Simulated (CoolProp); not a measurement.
The numbers come from the reference Helmholtz-energy equation of state, de Reuck 1990 in CoolProp.

### Question
Give the vapour pressure (MPa), liquid density (kg/m³), vapour density (kg/m³), enthalpy of vaporisation (kJ/kg) of saturated fluorine at -159.15, -148.15, -139.95 °C.

### Answer
| T (°C) | p (MPa) | liquid density (kg/m³) | vapour density (kg/m³) | enthalpy of vaporisation (kJ/kg) |
|---|---|---|---|---|
| -159.15 | 1.15 | 1270 | 55.8 | 139 |
| -148.15 | 2.14 | 1150 | 107 | 117 |
| -139.95 | 3.20 | 1040 | 174 | 94.5 |
